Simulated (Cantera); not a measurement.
Input: 1 mol AlN, 7.9 mol H₂, 31 mol HCl, at 1.20e-5 bar.

Method: chemical equilibrium by Gibbs-energy minimisation in Cantera with the NASA 1993 tables (ideal gas, pure condensed phases). Candidate condensed phases: Al, AlCl₃, AlN, NH₄Cl; 20 gas species. The tables' values for AlCl₂ are old estimates; treat these amounts as uncertain. The numbers say what is thermodynamically allowed, not how fast it happens.

x: gas mole fraction; nothing condenses.

```json
[
 {"T (K)": "1075", "x HCl": "0.720", "x H₂": "0.242", "x Cl": "5.61e-6", "x H": "2.08e-6", "x AlCl₃": "0.0257", "x AlCl": "8.16e-7", "x N₂": "0.0129"},
 {"T (K)": "1175", "x HCl": "0.720", "x H₂": "0.242", "x Cl": "4.53e-5", "x H": "1.74e-5", "x AlCl₃": "0.0256", "x AlCl": "2.04e-5", "x N₂": "0.0129"},
 {"T (K)": "1275", "x HCl": "0.720", "x H₂": "0.241", "x Cl": "(withheld)", "x H": "(withheld)", "x AlCl₃": "0.0248", "x AlCl": "(withheld)", "x N₂": "0.0128"},
 {"T (K)": "1375", "x HCl": "0.722", "x H₂": "0.237", "x Cl": "(withheld)", "x H": "(withheld)", "x AlCl₃": "(withheld)", "x AlCl": "(withheld)", "x N₂": "0.0128"},
 {"T (K)": "1475", "x HCl": "0.728", "x H₂": "0.228", "x Cl": "0.00462", "x H": "0.00179", "x AlCl₃": "0.0119", "x AlCl": "0.00976", "x N₂": "0.0127"},
 {"T (K)": "1575", "x HCl": "0.723", "x H₂": "0.220", "x Cl": "0.0147", "x H": "0.00562", "x AlCl₃": "0.00389", "x AlCl": "0.0177", "x N₂": "0.0125"},
 {"T (K)": "1675", "x HCl": "0.690", "x H₂": "0.219", "x Cl": "0.0386", "x H": "0.0157", "x AlCl₃": "0.000938", "x AlCl": "0.0213", "x N₂": "0.0122"},
 {"T (K)": "1775", "x HCl": "0.620", "x H₂": "0.221", "x Cl": "0.0846", "x H": "0.0393", "x AlCl₃": "0.000202", "x AlCl": "0.0221", "x N₂": "0.0118"}
]
```

Q: Fill in the missing entries.

A: 
- 1275, x Cl: 0.000265
- 1275, x H: 0.000104
- 1275, x AlCl: 0.000297
- 1375, x Cl: 0.00121
- 1375, x H: 0.000482
- 1375, x AlCl₃: 0.0211
- 1375, x AlCl: 0.00250
